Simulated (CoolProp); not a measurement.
Vapour-liquid equilibrium of dimethyl ether (1) + n-hexane (2) at -0.75 °C; x and y are mole fractions of (1).

Model: multi-fluid Helmholtz-energy mixture model, Wu 2011 and Thol 2019; pair parameters Bell 2016, in CoolProp.

```
x     bubble pressure (MPa)  y at the bubble point  dew pressure at overall composition x (MPa)  liquid density (mol/L)
----  ---------------------  ---------------------  -------------------------------------------  ----------------------
0.05                0.02468                  0.773                                     0.006105                   8.074
0.15                0.06072                  0.915                                     0.006815                   8.522
0.25                0.09297                  0.949                                     0.007712                   9.012
0.35                 0.1208                  0.964                                     0.008880                   9.552
0.45                 0.1446                  0.973                                      0.01046                   10.15
0.55                 0.1655                  0.979                                      0.01273                   10.82
0.65                 0.1847                  0.984                                      0.01626                   11.57
0.75                 0.2038                  0.988                                      0.02248                   12.43
0.85                 0.2241                  0.993                                      0.03639                   13.42
0.95                 0.2469                  0.997                                      0.09426                   14.57
```

No azeotrope shows between x = 0.05 and 0.95.

The pair parameters rest on a limited set of measurements; away from them the model extrapolates.
